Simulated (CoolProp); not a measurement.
Vapour-liquid equilibrium of R125 (1) + R236EA (2) at 306.8 K; x and y are mole fractions of (1).

Values from CoolProp's multi-fluid Helmholtz-energy mixture model, Lemmon 2005 and Rui 2013; pair parameters Bell 2016.

Task: Give the bubble pressure and the first vapour's composition at x = 0.15, 0.25, 0.45. Is there an azeotrope?

Result: x = 0.15: 0.4739 MPa, y = 0.470; x = 0.25: 0.6058 MPa, y = 0.616; x = 0.45: 0.8732 MPa, y = 0.782. No azeotrope shows between x = 0.05 and 0.95.

The pair parameters rest on a limited set of measurements; away from them the model extrapolates.
